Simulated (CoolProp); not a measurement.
Vapour-liquid equilibrium of CHF3 (R23) (1) + R143a (2) at 50 kPa; x and y are mole fractions of (1).

Model: multi-fluid Helmholtz-energy mixture model, Penoncello 2003 and Lemmon and Jacobsen 2000; pair parameters Bell 2016, in CoolProp.

```json
[
 {"x": "0.05", "bubble temperature, mixture model (°C)": "-64.5", "bubble temperature, Raoult's law (°C)": "-65.2", "y, mixture model": "0.210", "y, Raoult's law": "0.245"},
 {"x": "0.2", "bubble temperature, mixture model (°C)": "-73.3", "bubble temperature, Raoult's law (°C)": "-74.1", "y, mixture model": "0.609", "y, Raoult's law": "0.628"},
 {"x": "0.35", "bubble temperature, mixture model (°C)": "-80.0", "bubble temperature, Raoult's law (°C)": "-80.0", "y, mixture model": "0.797", "y, Raoult's law": "0.796"},
 {"x": "0.5", "bubble temperature, mixture model (°C)": "-84.7", "bubble temperature, Raoult's law (°C)": "-84.3", "y, mixture model": "0.888", "y, Raoult's law": "0.884"},
 {"x": "0.65", "bubble temperature, mixture model (°C)": "-88.1", "bubble temperature, Raoult's law (°C)": "-87.7", "y, mixture model": "0.938", "y, Raoult's law": "0.937"},
 {"x": "0.8", "bubble temperature, mixture model (°C)": "-90.6", "bubble temperature, Raoult's law (°C)": "-90.4", "y, mixture model": "0.969", "y, Raoult's law": "0.971"},
 {"x": "0.95", "bubble temperature, mixture model (°C)": "-92.7", "bubble temperature, Raoult's law (°C)": "-92.7", "y, mixture model": "0.993", "y, Raoult's law": "0.994"}
]
```

The largest gap from Raoult's law is +0.8 K in bubble temperature, at x = 0.2. No azeotrope shows between x = 0.05 and 0.95.

Pair parameters are fitted to limited data, so mixtures are less certain than the pure fluids. The gap from Raoult's law changes sign with composition, which may be real or a fault of the pair parameters; it wasn't checked against measurements.
